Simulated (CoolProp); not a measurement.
Vapour-liquid equilibrium of hydrogen sulfide (1) + isobutane (2) at 2.14 MPa; x and y are mole fractions of (1).

Values from CoolProp's multi-fluid Helmholtz-energy mixture model, Lemmon 2006 and Bücker 2006; pair parameters Kunz 2012.

```json
[
 {"x": "0.05", "bubble temperature, mixture model (K)": "369.1", "bubble temperature, Raoult's law (K)": "368.4", "y, mixture model": "0.131", "y, Raoult's law": "0.194"},
 {"x": "0.125", "bubble temperature, mixture model (K)": "357.1", "bubble temperature, Raoult's law (K)": "357.4", "y, mixture model": "0.318", "y, Raoult's law": "0.400"},
 {"x": "0.2", "bubble temperature, mixture model (K)": "346.3", "bubble temperature, Raoult's law (K)": "348.4", "y, mixture model": "0.473", "y, Raoult's law": "0.545"},
 {"x": "0.275", "bubble temperature, mixture model (K)": "337.2", "bubble temperature, Raoult's law (K)": "340.8", "y, mixture model": "0.589", "y, Raoult's law": "0.650"},
 {"x": "0.35", "bubble temperature, mixture model (K)": "329.8", "bubble temperature, Raoult's law (K)": "334.3", "y, mixture model": "0.673", "y, Raoult's law": "0.729"},
 {"x": "0.425", "bubble temperature, mixture model (K)": "323.9", "bubble temperature, Raoult's law (K)": "328.6", "y, mixture model": "0.736", "y, Raoult's law": "0.790"},
 {"x": "0.5", "bubble temperature, mixture model (K)": "319.2", "bubble temperature, Raoult's law (K)": "323.6", "y, mixture model": "[?]", "y, Raoult's law": "0.838"},
 {"x": "0.575", "bubble temperature, mixture model (K)": "315.3", "bubble temperature, Raoult's law (K)": "319.2", "y, mixture model": "0.822", "y, Raoult's law": "0.877"},
 {"x": "0.65", "bubble temperature, mixture model (K)": "312.0", "bubble temperature, Raoult's law (K)": "315.1", "y, mixture model": "0.855", "y, Raoult's law": "0.909"},
 {"x": "0.725", "bubble temperature, mixture model (K)": "309.1", "bubble temperature, Raoult's law (K)": "311.5", "y, mixture model": "[?]", "y, Raoult's law": "0.935"},
 {"x": "0.8", "bubble temperature, mixture model (K)": "306.6", "bubble temperature, Raoult's law (K)": "308.2", "y, mixture model": "[?]", "y, Raoult's law": "0.957"},
 {"x": "0.875", "bubble temperature, mixture model (K)": "304.2", "bubble temperature, Raoult's law (K)": "305.1", "y, mixture model": "0.945", "y, Raoult's law": "0.975"},
 {"x": "0.95", "bubble temperature, mixture model (K)": "302.0", "bubble temperature, Raoult's law (K)": "302.3", "y, mixture model": "0.977", "y, Raoult's law": "0.991"}
]
```

Task: Complete the blanks.

Result: 
- 0.5, y, mixture model: 0.784
- 0.725, y, mixture model: 0.885
- 0.8, y, mixture model: 0.915

The largest gap from Raoult's law is -4.7 K in bubble temperature, at x = 0.425. No azeotrope shows between x = 0.05 and 0.95.

Pair parameters are fitted to limited data, so mixtures are less certain than the pure fluids. The gap from Raoult's law changes sign with composition, which may be real or a fault of the pair parameters; it wasn't checked against measurements.
